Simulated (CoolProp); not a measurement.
A simple Rankine cycle with methanol: condensing at 295.15 K, boiler at 0.18 MPa, turbine inlet 502.9 K, turbine efficiency 0.9, pump efficiency 0.6, no recuperator. Each further row changes one setting.

The numbers come from the reference Helmholtz-energy equation of state, de Reuck 1993 in CoolProp.

| case | thermal efficiency (%) | net work (kJ/kg) | heat in (kJ/kg) | turbine exit temperature (K) | volume ratio over the turbine |
|---|---|---|---|---|---|
| as stated | 16.0 | 244 | 1520 | 356.1 | 8.82 |
| turbine inlet 522.9 K | 16.4 | 256 | 1560 | 373.8 | 8.91 |
| condensing temperature 287.15 K | 18.0 | 278 | 1540 | 333.6 | 12.8 |
| boiler pressure 0.126 MPa | 14.2 | 216 | 1520 | 375.4 | 6.50 |
| turbine efficiency 0.8 | 14.3 | 217 | 1520 | 373.7 | 9.27 |
